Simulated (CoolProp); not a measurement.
The fluid at 298.15 K and 0.534 MPa is compressed adiabatically to 3.82 MPa with isentropic efficiency 0.75. The same conditions are run with several fluids, on thermodynamics alone (safety and materials aside).

Computed with CoolProp (reference Helmholtz-energy equation of state of each fluid (R410A: Lemmon 2003; oxygen: Schmidt 1985; carbonyl sulfide: Lemmon 2006; carbon dioxide: Span 1996)). Blends and air are pseudo-pure fits.

Q: Rank R410A, oxygen, carbonyl sulfide, carbon dioxide by work (kJ/kg), highest first.

A: oxygen (271), carbon dioxide (178), carbonyl sulfide (121), R410A (91.8)

```json
[
 {"fluid": "R410A", "final temperature (K)": "420.4", "final density (kg/m³)": "92.7"},
 {"fluid": "oxygen", "final temperature (K)": "582.7", "final density (kg/m³)": "25.0"},
 {"fluid": "carbonyl sulfide", "final temperature (K)": "478.0", "final density (kg/m³)": "64.1"},
 {"fluid": "carbon dioxide", "final temperature (K)": "496.7", "final density (kg/m³)": "41.9"}
]
```

Above 300 K oxygen's equation is extrapolated.
